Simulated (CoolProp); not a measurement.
Properties of R236EA along the isotherm 412 K (Tc = 412.4 K, pc = 3414 kPa, ω = 0.368).

Computed with CoolProp (reference Helmholtz-energy equation of state, Rui 2013).

| p (kPa) | phase | density (kg/m³) | cv (kJ/(kg K)) | isothermal compressibility (1/MPa) | Prandtl number |
|---|---|---|---|---|---|
| 190 | gas | 8.600 | 0.9602 | 5.369 | 0.673 |
| 379 | gas | 17.51 | 0.9642 | 2.749 | 0.681 |
| 569 | gas | 26.86 | 0.9686 | 1.874 | 0.689 |
| 759 | gas | 36.66 | 0.9731 | 1.441 | 0.699 |
| 948 | gas | 46.89 | 0.9780 | 1.185 | 0.709 |
| 1140 | gas | 57.87 | 0.9833 | 1.016 | 0.721 |
| 1330 | gas | 69.38 | 0.9889 | 0.9006 | 0.734 |
| 1520 | gas | 81.65 | 0.9949 | 0.8181 | 0.749 |
| 1710 | gas | 94.82 | 1.001 | 0.7589 | 0.766 |

Viscosity comes from a separate model (Huber 2003), an estimate that may be off by 10 % or more. Thermal conductivity comes from a separate model (Huber 2003), an estimate that may be off by 10 % or more.
